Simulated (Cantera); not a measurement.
Cantera run:

```python
import numpy as np
import cantera as ct

gas_names = """
    Cr CrN CrO CrO2 CrO3 N NO NO2 NO3 N2 N2O O O2 O3
""".split()
cond_names = """
    Cr(cr) Cr(L) CrN(s) Cr2N(s) Cr2O3(s) Cr2O3(L)
""".split()


# ... load() reads the species with a 1 bar reference pressure and builds the phases ...
atoms = {
    'Cr': {'Cr': 1},
    'O2': {'O': 2},
    'N2': {'N': 2},
}
top_T = {'CrN(s)': 1900, 'Cr2N(s)': 1900}  # K; cautious upper limits of use, not melting points


# ... equilibrate(T, P, feed) seeds the gas with the atoms and calls Mixture.equilibrate('TP', solver="vcs", rtol=1e-11, max_steps=5000) ...
results = []
feed = {'Cr': 1, 'O2': 0.12, 'N2': 0.55}  # mol
P = 6.9  # Pa
for T in [1398, 1498, 1598, 1698, 1798, 1898, 1998, 2098, 2198, 2298, 2398, 2498, 2598]:
    mix = equilibrate(T, P, feed)
    results.append((T, P, feed, dict(zip(mix.species_names, mix.species_moles))))

top = {s: max(r[3][s] / sum(r[3][g] for g in gas_names) for r in results) for s in gas_names}
cols = sorted((s for s in top if top[s] > 0.001), key=lambda s: -top[s])[:6]
seen = [c for c in cond_names if any(r[3].get(c, 0) > 1e-12 for r in results)]
print("log10 of partial pressures in bar; condensed amounts in mol")
print(f"{'T/K':>10s}" + "".join(f"{s[:9]:>10s}" for s in cols + seen))
for T, P, feed, n in results:
    ng = sum(n[g] for g in gas_names)
    print(f"{T:10.4g}" + "".join(f"{np.log10(max(n[s] / ng * P / 1e5, 1e-99)):10.3f}" for s in cols)
          + "".join(f"{n.get(c, 0):10.4g}" for c in seen))
```

Result:

```
log10 of partial pressures in bar; condensed amounts in mol
       T/K        N2        Cr       CrO         O      CrO2        O2    Cr(cr)  Cr2O3(s)
      1398    -4.162    -7.230   -11.053   -15.617   -14.584   -19.159    0.8395      0.08
      1498    -4.165    -6.268    -9.686   -14.051   -12.939   -17.294    0.8357      0.08
      1598    -4.185    -5.430    -8.494   -12.680   -11.504   -15.662    0.8087   0.07999
      1698    -4.312    -4.695    -7.446   -11.469   -10.242   -14.221    0.6119   0.07986
      1798    -4.565    -4.382    -6.631   -10.168    -9.010   -12.489         0   0.07841
      1898    -4.568    -4.388    -6.000    -8.814    -7.817   -10.563         0     0.073
      1998    -4.581    -4.410    -5.439    -7.586    -6.742    -8.810         0   0.05182
      2098    -4.613    -4.456    -5.075    -6.591    -6.027    -7.455         0         0
      2198    -4.618    -4.454    -5.098    -6.083    -6.128    -7.019         0         0
      2298    -4.627    -4.447    -5.168    -5.673    -6.324    -6.728         0         0
      2398    -4.641    -4.437    -5.314    -5.382    -6.671    -6.632         0         0
      2498    -4.655    -4.427    -5.542    -5.208    -7.176    -6.729         0         0
      2598    -4.664    -4.420    -5.827    -5.117    -7.787    -6.961         0         0
```

These are equilibrium values from Cantera (NASA tables, ideal gas, pure condensed phases), not measurements of a reactor. Mutual solubility and eutectic melting of coexisting phases are not modelled.
